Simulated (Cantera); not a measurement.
**Ignition delay**

Mixture: CH3OH : O2 : N2 = 1 : 0.78 : 7.52 (molar parts), at 5.40 bar, adiabatic and at constant volume. Ignition delay is the time to a rise of 400 K.

Computed with Cantera and GRI-Mech 3.0 (53 species, 325 reactions). GRI-Mech 3.0 was tuned for natural gas; its chemistry of methanol as a main component is partial and can be far from experiment.

| T0 (K) | delay (ms) |
|---|---|
| 1100 | 15.7 |
| 1150 | 6.00 |
| 1200 | 2.49 |
| 1250 | 1.11 |
| 1300 | 0.535 |
| 1350 | 0.274 |
| 1400 | 0.149 |
| 1450 | 0.0855 |
| 1500 | 0.0517 |

```json
{
 "apparent activation energy between 1400 and 1500 K": "180 kJ/mol"
}
```
